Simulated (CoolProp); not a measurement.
A closed Brayton cycle with nitrogen: compressor inlet 313.15 K and 6.9 MPa, high pressure 15.4 MPa, turbine inlet 950 K, compressor efficiency 0.89, turbine efficiency 0.93, recuperator effectiveness 0.8 (on enthalpy, no pinch check). Each further row changes one setting.

Model: reference Helmholtz-energy equation of state, Span 2000, in CoolProp.

| case | thermal efficiency (%) | net work (kJ/kg) | compressor to turbine work | compressor exit (K) | turbine exit (K) |
|---|---|---|---|---|---|
| as stated | ___ | 100 | 0.49 | 405.5 | 782.7 |
| turbine inlet 900 K | ___ | 89.9 | 0.52 | 405.5 | 740.1 |
| compressor inlet 323.15 K | ___ | 96.8 | ___ | ___ | 782.7 |
| high pressure 13.1 MPa | 32.7 | 85.1 | 0.47 | 385.1 | 814.1 |
| recuperator effectiveness 0.5 | ___ | 100 | 0.49 | 405.5 | 782.7 |

Problem. Some entries are withheld; supply them.

Solution. 
- as stated, thermal efficiency (%): 35.0
- turbine inlet 900 K, thermal efficiency (%): 33.8
- compressor inlet 323.15 K, thermal efficiency (%): 34.3
- compressor inlet 323.15 K, compressor to turbine work: 0.51
- compressor inlet 323.15 K, compressor exit (K): 418.3
- recuperator effectiveness 0.5, thermal efficiency (%): 24.4
